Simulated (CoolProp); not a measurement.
Vapour-liquid equilibrium of ethylene (1) + ethane (2) at 250.1 K; x and y are mole fractions of (1).

Model: multi-fluid Helmholtz-energy mixture model, Smukala 2000 and Bücker 2006; pair parameters Bell 2016, in CoolProp.

```csv
x,"bubble pressure, mixture model (bar)","bubble pressure, Raoult's law (bar)","y, mixture model","y, Raoult's law"
0.05,13.64,13.56,0.081,0.086
0.15,14.77,14.59,0.222,0.240
0.25,15.82,15.62,0.343,0.374
0.35,16.83,16.65,0.451,0.491
0.45,17.82,17.69,0.549,0.594
0.55,18.79,18.72,0.641,0.686
0.65,19.77,19.75,0.728,0.769
0.75,20.76,20.78,0.810,0.843
0.85,21.78,21.81,0.889,0.910
0.95,22.82,22.84,0.964,0.971
```

The largest gap from Raoult's law is +1.3 % in bubble pressure, at x = 0.25. No azeotrope shows between x = 0.05 and 0.95.

The pair parameters rest on a limited set of measurements; away from them the model extrapolates.
